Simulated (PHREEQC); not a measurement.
Dissolve 0.0036 mol HNO3, 7.7e-05 mol Al(NO3)3 and 1.2e-05 mol CO2 per kg of water at 25 °C. Closed to the air; pH follows from the charge balance.

Equilibrium calculation in PHREEQC: ion-association model, phreeqc.dat.

```
Item                           Result
--------------------  ---------------
pH                               2.47
ionic strength        0.00406 mol/kgw
specific conductance       1470 µS/cm
total alkalinity         -3.60 meq/kg
```

```csv
species,molality,activity,log γ
NO3-,0.00383,0.00357,-0.031
H+,0.00360,0.00338,-0.027
Al+3,7.68e-5,4.36e-5,-0.246
CO2,1.20e-5,1.20e-5,0.000
AlOH+2,1.68e-7,1.28e-7,-0.117
HCO3-,1.69e-9,1.58e-9,-0.029
```

No solid was allowed to form.
